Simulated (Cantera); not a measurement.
A Cantera script and what it prints.

```python
import numpy as np
import cantera as ct

gas_names = """
    B BF BF2 BF3 BH BHF2 BH2 BH3 BO BOF BOF2 BO2 B2 B2O B2O2 B2O3 B3O3F3 B3O3H3 F FO FO2 F2 F2O H HBO
    HBO2 HF HOF HO2 H2 H2F2 H2O H2O2 H3B3O6 H3F3 H4F4 H5F5 H6F6 H7F7 O OH O2 O3
""".split()
cond_names = """
    B(b) B(L) B2O3(L) B3O3H3(cr) H2O(s) H2O(L)
""".split()


def load(file, names, dense=False):
    # The tables refer to 1 bar. Condensed volumes are neglected.
    table = {s.name: s for s in ct.Species.list_from_file(file)}
    out = []
    for n in names:
        d = dict(table[n].input_data)
        d["thermo"] = dict(d["thermo"], **{"reference-pressure": 1e5})
        if dense:
            d["equation-of-state"] = {"model": "constant-volume", "density": "1e6 g/cm^3"}
        out.append(ct.Species.from_dict(d))
    return out


gas = ct.Solution(thermo="ideal-gas", species=load("nasa_gas.yaml", gas_names))
cond = {s.name: ct.Solution(thermo="fixed-stoichiometry", species=[s], name=s.name)
        for s in load("nasa_condensed.yaml", cond_names, dense=True)}
atoms = {
    'B2O3': {'B': 2, 'O': 3},
    'HF': {'H': 1, 'F': 1},
}
top_T = {}  # K; cautious upper limits of use, not melting points


def equilibrate(T, P, feed):
    n = {}
    for name, mol in feed.items():
        for a, k in atoms[name].items():
            n[a] = n.get(a, 0.0) + k * mol
    gas.TPX = T, P, n
    mass = sum(n.values()) * gas.mean_molecular_weight
    gas.equilibrate("TP")
    valid = [c for c in cond.values() if c.min_temp <= T <= top_T.get(c.name, c.max_temp)]
    mix = ct.Mixture([(gas, mass / gas.mean_molecular_weight)] + [(c, 0.0) for c in valid])
    mix.T, mix.P = T, P
    mix.equilibrate("TP", solver="vcs", rtol=1e-11, max_steps=5000)
    return mix


results = []
T = 1773  # K
P = 1000  # Pa
for m in [5, 8.5, 12, 16, 19, 23, 26, 30, 34, 37, 41]:
    feed = {'B2O3': 1, 'HF': m}  # mol
    mix = equilibrate(T, P, feed)
    results.append((T, P, feed, dict(zip(mix.species_names, mix.species_moles))))

top = {s: max(r[3][s] / sum(r[3][g] for g in gas_names) for r in results) for s in gas_names}
cols = sorted((s for s in top if top[s] > 0.001), key=lambda s: -top[s])[:8]
seen = [c for c in cond_names if any(r[3].get(c, 0) > 1e-12 for r in results)]
print("log10 of partial pressures in bar; condensed amounts in mol")
print(f"{'n(HF)':>10s}" + "".join(f"{s[:9]:>10s}" for s in cols + seen))
for T, P, feed, n in results:
    ng = sum(n[g] for g in gas_names)
    print(f"{feed['HF']:10.4g}" + "".join(f"{np.log10(max(n[s] / ng * P / 1e5, 1e-99)):10.3f}" for s in cols)
          + "".join(f"{n.get(c, 0):10.4g}" for c in seen))
```

Result:

```
log10 of partial pressures in bar; condensed amounts in mol
     n(HF)        HF       BOF       H2O      HBO2       BF3        H2
         5    -2.279    -2.523    -2.862    -3.526    -4.513    -4.703
       8.5    -2.162    -2.708    -3.009    -3.976    -4.317    -4.803
        12    -2.115    -2.843    -3.119    -4.268    -4.247    -4.878
        16    -2.087    -2.962    -3.216    -4.512    -4.213    -4.943
        19    -2.073    -3.036    -3.275    -4.658    -4.201    -4.982
        23    -2.061    -3.120    -3.340    -4.820    -4.195    -5.027
        26    -2.054    -3.175    -3.383    -4.924    -4.193    -5.055
        30    -2.047    -3.240    -3.432    -5.045    -4.195    -5.088
        34    -2.042    -3.297    -3.476    -5.151    -4.199    -5.117
        37    -2.039    -3.337    -3.505    -5.223    -4.203    -5.137
        41    -2.035    -3.385    -3.540    -5.311    -4.208    -5.160
```

Cantera equilibrium calculation (NASA polynomials, part measured and part estimated; ideal gas, pure solids and liquids).
